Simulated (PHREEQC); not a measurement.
0.19 g of hydrous ferric oxide (600 m²/g; 0.2 weak and 0.005 strong sites per Fe, Dzombak-Morel constants, diffuse double layer) in 1 kg of water with 0.05 mol/kgw of an inert sodium salt and 0.00075 mol/kgw NaH2PO4 and 2.1e-05 mol/kgw ZnCl2, at 25 °C; the pH is set by adding NaOH or the inert anion's acid. O2 is buffered at 0.21 atm. No CO2 enters from the air. Nothing may precipitate in this run.

The series has 17 steps of pH, from 3 to 11.

All values are PHREEQC results (ion-association model, wateq4f.dat), not measurements.

Question: Near which pH is half of the Zn sorbed, and on which side is more sorbed?

Answer: Near pH 6.3, with more sorbed at higher pH.

Question: At which pH does the surface charge pass through zero?

Answer: Near pH 5.1.

H3PO4, which wateq4f.dat lacks, is added to it with the constant of phreeqc.dat. The database has no phosphate complexes of Zn. The oxide is taken as insoluble; below pH 4 it would dissolve.
